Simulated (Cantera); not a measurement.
A closed system holds: 1 mol PbS, 63 mol H2, equilibrated at 133 Pa.

Method: chemical equilibrium by Gibbs-energy minimisation in Cantera with the NASA 1993 tables (ideal gas, pure condensed phases). Candidate condensed phases: Pb, PbS, S; 10 gas species. Kinetics and transport are ignored. All values below are at 1698 K.

Base state: H2 0.971, Pb 0.0134, H 0.00390, S2 0.00377, H2S 0.00339, PbS 0.00211, SH 0.00196, S 0.000521 (mole fractions); condensed: gas only.

Q: What changes in the equilibrium state with this change: H2 from 63 to 510 mol?

A: 
```csv
species,before,after
H2,0.971,0.992
H,0.00390,0.00395
Pb,0.0134,0.00188
S2,0.00377,0.000220
PbS,0.00211,7.16e-5
S,0.000521,0.000126
```
